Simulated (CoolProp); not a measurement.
Vapour-liquid equilibrium of dimethyl ether (1) + R227EA (2) at 217.5 K; x and y are mole fractions of (1).

Computed with CoolProp (multi-fluid Helmholtz-energy mixture model, Wu 2011 and Lemmon 2016; pair parameters Bell 2016).

| x | bubble pressure, mixture model (kPa) | bubble pressure, Raoult's law (kPa) | y, mixture model | y, Raoult's law |
|---|---|---|---|---|
| 0.05 | 12.13 | 13.12 | 0.013 | 0.081 |
| 0.125 | 11.20 | 13.75 | 0.054 | 0.192 |
| 0.2 | ? | 14.39 | 0.131 | 0.294 |
| 0.275 | 9.998 | 15.02 | 0.249 | 0.387 |
| 0.35 | ? | 15.65 | 0.397 | 0.472 |
| 0.425 | 10.61 | 16.28 | 0.549 | 0.551 |
| 0.5 | 11.58 | 16.92 | 0.682 | 0.625 |
| 0.575 | 12.88 | 17.55 | ? | 0.692 |
| 0.65 | 14.35 | 18.18 | 0.858 | 0.755 |
| 0.725 | 15.89 | 18.81 | 0.910 | 0.814 |
| 0.8 | 17.41 | 19.44 | 0.946 | 0.869 |
| 0.875 | 18.87 | 20.08 | 0.971 | 0.921 |
| 0.95 | 20.25 | 20.71 | 0.990 | 0.969 |

Question: Complete the blanks.

Answer: 
- 0.2, bubble pressure, mixture model (kPa): 10.42
- 0.35, bubble pressure, mixture model (kPa): 10.06
- 0.575, y, mixture model: 0.784

The largest gap from Raoult's law is -35.7 % in bubble pressure, at x = 0.35. y crosses x between x = 0.275 and 0.35: the model has an azeotrope there.

Pair parameters are fitted to limited data, so mixtures are less certain than the pure fluids.
